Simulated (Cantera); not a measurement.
What does this Cantera script print?

```python
import numpy as np
import cantera as ct

gas_names = """
    TaO2 CH4 CH3OH H2
""".split()
cond_names = """
    TaC(s) TaC(L)
""".split()


# ... load() reads the species with a 1 bar reference pressure and builds the phases ...
species = {s.name: s for s in load("nasa_gas.yaml", gas_names) + load("nasa_condensed.yaml", cond_names)}
# Each term lists the table entries of one substance; the one whose range holds T is used.
reactions = {
    'TaO2(g) + 3 CH4(g) = 2 CH3OH(g) + TaC + 2 H2(g)':
        [(-1, ['TaO2']), (-3, ['CH4']), (2, ['CH3OH']), (1, ['TaC(s)', 'TaC(L)']), (2, ['H2'])],
}


def pick(names, T):
    return next(species[n] for n in names if species[n].thermo.min_temp <= T <= species[n].thermo.max_temp)


results = []
for label, terms in reactions.items():
    print(label)
    print("     T/K   dH/kJ  dS/(J/K)   dG/kJ   log10 K")
    for T in [623, 698, 773, 848, 923, 998, 1073, 1148]:
        used = [(nu, pick(names, T)) for nu, names in terms]
        dH = sum(nu * s.thermo.h(T) for nu, s in used) / 1e6
        dS = sum(nu * s.thermo.s(T) for nu, s in used) / 1e3
        dG = dH - T * dS / 1e3
        logK = -dG * 1e6 / (ct.gas_constant * T * np.log(10))
        results.append((label, T, dH, dS, dG, logK, [s.name for _, s in used]))
        print(f"{T:8g} {dH:8.1f} {dS:8.1f} {dG:8.1f} {logK:8.2f}")
```

Output:

```
TaO2(g) + 3 CH4(g) = 2 CH3OH(g) + TaC + 2 H2(g)
     T/K   dH/kJ  dS/(J/K)   dG/kJ   log10 K
     623   -110.9    -32.2    -90.8     7.62
     698   -108.9    -29.2    -88.5     6.63
     773   -107.1    -26.7    -86.4     5.84
     848   -105.5    -24.8    -84.5     5.21
     923   -104.2    -23.3    -82.7     4.68
     998   -103.0    -22.0    -81.0     4.24
    1073   -102.0    -21.1    -79.4     3.87
    1148   -101.2    -20.3    -77.8     3.54
```

Standard-state values (1 bar) from the NASA 1993 polynomials, evaluated with Cantera. TaC: taken at fixed stoichiometry. Condensed species are held in their standard states even where they would react or evaporate.
